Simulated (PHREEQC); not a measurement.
Consider water at 54 °C with 0.0019 mol NaH2PO4 and 0.16 mol NaOH per kg of water. Closed to the air; pH follows from the charge balance.

Computed with PHREEQC (ion-association model, phreeqc.dat).

No solid was allowed to form.

Order these P species by the share of P that they hold, largest first: HPO4-2, NaHPO4-, PO4-3.

PO4-3 (87 %), HPO4-2 (12 %), NaHPO4- (1.2 %)

The pH is 12.21 and the ionic strength 0.167 mol/kgw. Species that the database lacks are ignored. At this temperature some constants are extrapolated from 25 °C, and those without enthalpy data are left unchanged.
